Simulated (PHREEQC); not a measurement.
A made-up water analysis in mg/L, 20 °C, pH 5.8, pe -0.4: Na 0.0884; K 0.0173; Ca 0.0881; Mg 0.0259; Cl 0.0377; S(6) as SO4 0.272; Alkalinity as HCO3 0.241; F 2.8e-05; Zn 0.0173.

Valence states are taken as typed.

Computed with PHREEQC (ion-association model, wateq4f.dat).

The ionic strength is 1.89e-5 mol/kgw and the charge-balance error is 2.6 %.

```json
[
 {"species": "CO2", "molality": "2.10e-5", "activity": "2.10e-5", "log γ": "0.000"},
 {"species": "HCO3-", "molality": "5.54e-6", "activity": "5.51e-6", "log γ": "-0.002"},
 {"species": "Na+", "molality": "3.84e-6", "activity": "3.83e-6", "log γ": "-0.002"},
 {"species": "SO4-2", "molality": "2.83e-6", "activity": "2.77e-6", "log γ": "-0.009"},
 {"species": "Ca+2", "molality": "2.20e-6", "activity": "2.15e-6", "log γ": "-0.009"},
 {"species": "H+", "molality": "1.59e-6", "activity": "1.59e-6", "log γ": "-0.002"},
 {"species": "Mg+2", "molality": "1.06e-6", "activity": "1.04e-6", "log γ": "-0.009"},
 {"species": "Cl-", "molality": "1.06e-6", "activity": "1.06e-6", "log γ": "-0.002"},
 {"species": "K+", "molality": "4.42e-7", "activity": "4.40e-7", "log γ": "-0.002"},
 {"species": "Zn+2", "molality": "2.64e-7", "activity": "2.59e-7", "log γ": "-0.009"},
 {"species": "OH-", "molality": "4.31e-9", "activity": "4.28e-9", "log γ": "-0.002"},
 {"species": "F-", "molality": "1.47e-9", "activity": "1.46e-9", "log γ": "-0.002"},
 {"species": "CaSO4", "molality": "1.14e-9", "activity": "1.14e-9", "log γ": "0.000"}
]
```

This is a speciation only: nothing precipitates in the calculation.
